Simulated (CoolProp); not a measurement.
Computed with CoolProp (reference Helmholtz-energy equation of state, Thol 2019).

Task: For n-pentane, give the phase and the cp (kJ/(kg K)) at 158.65 °C and 0.0899 MPa.

Result: 
- 158.65 °C and 0.0899 MPa: gas; cp 2.26
